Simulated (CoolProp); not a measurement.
R115 along the isotherm 193.8 K: Z from the reference equation and from simpler models built on Tc = 353.1 K, pc = 3.129 MPa, ω = 0.248; each cubic takes its own stable root.

Computed with CoolProp (reference Helmholtz-energy equation of state, Lemmon 2016).

| p (MPa) | phase | reference | van der Waals | Redlich-Kwong | Soave-Redlich-Kwong | Peng-Robinson |
|---|---|---|---|---|---|---|
| 0.313 | liquid | 0.01785 | 0.02858 | 0.01932 | 0.01886 | 0.01674 |
| 0.626 | liquid | 0.03568 | 0.05704 | 0.03860 | 0.03769 | 0.03346 |
| 0.939 | liquid | 0.05349 | 0.08540 | 0.05785 | 0.05650 | 0.05016 |
| 1.25 | liquid | 0.07118 | 0.1135 | 0.07694 | 0.07517 | 0.06674 |
| 1.56 | liquid | 0.08879 | 0.1414 | 0.09594 | 0.09375 | 0.08325 |
| 1.88 | liquid | 0.1070 | 0.1701 | 0.1155 | 0.1129 | 0.1003 |
| 2.19 | liquid | 0.1245 | 0.1978 | 0.1345 | 0.1314 | 0.1167 |
| 2.5 | liquid | 0.1421 | 0.2254 | 0.1534 | 0.1500 | 0.1332 |
| 2.82 | liquid | 0.1602 | 0.2538 | 0.1728 | 0.1690 | 0.1502 |
| 3.13 | liquid | 0.1778 | 0.2813 | 0.1917 | 0.1875 | 0.1666 |
| 3.44 | liquid | 0.1953 | 0.3086 | 0.2105 | 0.2060 | 0.1830 |
| 3.76 | liquid | 0.2134 | 0.3368 | 0.2299 | 0.2250 | 0.1999 |
| 4.07 | liquid | 0.2309 | 0.3640 | 0.2487 | 0.2434 | 0.2163 |
| 4.38 | liquid | 0.2483 | 0.3912 | 0.2674 | 0.2618 | 0.2327 |
| 4.69 | liquid | 0.2658 | 0.4183 | 0.2861 | 0.2801 | 0.2490 |
